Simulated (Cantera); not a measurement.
An adiabatic, constant-pressure homogeneous reactor starts with CH4 : H2 : O2 : N2 = 1 : 0.052 : 2.11 : 7.94 (molar parts), at 1375 K and 10.0 bar.

Computed with Cantera and GRI-Mech 3.0 (53 species, 325 reactions).

Question: Predict: time of steepest temperature rise; temperature at 0.500 s; equilibrium temperature; x(H2) at 0.500 s; x(O2) at 0.500 s; x(NO) at 0.500 s.

Answer: 
```json
{
 "time_of_steepest_temperature_rise": "0.451 ms",
 "temperature at 0.500 s": "2819 K",
 "equilibrium_temperature": "2819 K",
 "x(H2) at 0.500 s": "0.00955 (gas-phase equilibrium 0.00955)",
 "x(O2) at 0.500 s": "0.0162 (gas-phase equilibrium 0.0162)",
 "x(NO) at 0.500 s": "0.00988 (gas-phase equilibrium 0.00988)"
}
```
